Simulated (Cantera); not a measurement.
Input: 1 mol SiO₂, 0.092 mol C, 7 mol N₂, equilibrated at 1750 K and 0.100 bar.

Cantera equilibrium calculation (NASA polynomials, part measured and part estimated; ideal gas, pure solids and liquids). Candidate condensed phases: C, Si, SiC, SiO₂, Si₂N₂O, Si₃N₄; 34 gas species. The tables hold silica as quartz up to 1696 K and as liquid above; real silica turns to tridymite and cristobalite and melts near 1996 K. The numbers say what is thermodynamically allowed, not how fast it happens.

Base state: N₂ 0.974, SiO 0.0128, CO 0.0128 (mole fractions); condensed: SiO₂(condensed).

Question: What changes in the equilibrium state with this change: temperature from 1750 K to 1598 K?

Answer: 
```
species               before     after
--------------------  ------  --------
N₂                     0.974     0.986
CO                    0.0128    0.0130
SiO                   0.0128  0.000564
SiO₂(condensed), mol   0.908         0
SiO₂(β-quartz), mol        0     0.937
Si₂N₂O(s), mol             0    0.0293
```
Mutual solubility and eutectic melting of coexisting phases are not modelled.
